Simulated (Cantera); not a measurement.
Gas-phase reforming

An isothermal, constant-pressure homogeneous reactor starts with 76.9 % CH4, 23.1 % H2O, at 1500 K and 2.60 bar.

Computed with Cantera and GRI-Mech 3.0 (53 species, 325 reactions). GRI-Mech 3.0 stops at C3 and has no aromatics, soot or wall deposition, so with more carbon than oxygen in the feed, carbon stays in small species such as C2H2 where larger ones or solid carbon would form.

```csv
t (s),x CH4,x H2O,x C2H,x HCO,x CO2
2.00e-6,0.769,0.231,<1e-12,<1e-12,<1e-12
1.07e-5,0.769,0.231,<1e-12,<1e-12,<1e-12
5.70e-5,0.769,0.231,<1e-12,<1e-12,<1e-12
0.000304,0.768,0.231,<1e-12,2.86e-12,<1e-12
0.00162,0.764,0.231,<1e-12,3.46e-11,1.76e-10
0.00866,0.733,0.228,7.68e-11,1.50e-10,5.70e-8
0.0462,0.592,0.209,9.85e-10,9.61e-11,3.10e-6
0.247,0.327,0.174,2.63e-9,1.04e-10,0.000110
1.32,0.230,0.142,3.33e-9,5.85e-10,0.00171
7.02,0.228,0.0819,2.30e-9,2.17e-9,0.00402
37.5,0.213,0.0165,1.36e-9,4.37e-9,0.00140
200,0.207,5.33e-5,1.15e-9,5.00e-9,4.96e-6
```
x: mole fraction; the columns are a selection and need not sum to one.

Equilibrium at this temperature and pressure: CH4 0.207, H2O 4.10e-6, C2H 1.15e-9, HCO 5.00e-9, CO2 3.80e-7 (gas phase only).
